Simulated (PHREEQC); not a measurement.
**Copper plating or etch bath: speciation**

Solution (20 °C): 0.011 mol Cu(BF4)2, 0.26 mol HCl and 0.098 mol Na2SO4 per kg of water. Closed to the air; pH follows from the charge balance.

All values are PHREEQC results (ion-association model, phreeqc.dat), not measurements.

Each row changes one thing in this solution. This is a speciation only: nothing precipitates in the calculation.

```
case                                    pH  ionic strength (mol/kgw)  HSO4- (mol/kgw)  SO4-2 (mol/kgw)  BF4- (mol/kgw)  HF (mol/kgw)  SI of Halite (NaCl)
------------------------------------  ----  ------------------------  ---------------  ---------------  --------------  ------------  -------------------
as made                               0.85                     0.422           0.0730           0.0193          0.0191       0.00976                -3.19
diluted 100-fold with water           2.64                   0.00556         0.000133         0.000832         1.03e-6      0.000648                -6.93
0.0043 mol/kgw H2SO4 added            0.83                     0.427           0.0766           0.0198          0.0191       0.00980                -3.19
Na2SO4 from 0.098 to 0.049 mol/kgw    0.77                     0.351           0.0391          0.00809          0.0190        0.0103                -3.47
Cu(BF4)2 from 0.011 to 0.022 mol/kgw  0.84                     0.449           0.0715           0.0193          0.0403        0.0114                -3.19
diluted 5-fold with water             1.48                    0.0915           0.0109          0.00770         0.00285       0.00544                -4.48
0.0046 mol/kgw TMAH added             0.86                     0.422           0.0725           0.0196          0.0191       0.00972                -3.19
Na2SO4 from 0.098 to 0.49 mol/kgw     1.21                      1.14            0.176            0.182          0.0196       0.00715                -2.57
```

The ionic strength passes 0.7 mol/kgw, the rough limit of the ion-association models, in Na2SO4 from 0.098 to 0.49 mol/kgw. Species that the database lacks are ignored. (CH3)4N+ isn't in the database: it is added as a free cation with an ion size of 4 Å. Real BF4- forms and hydrolyses slowly; the run takes it at equilibrium.
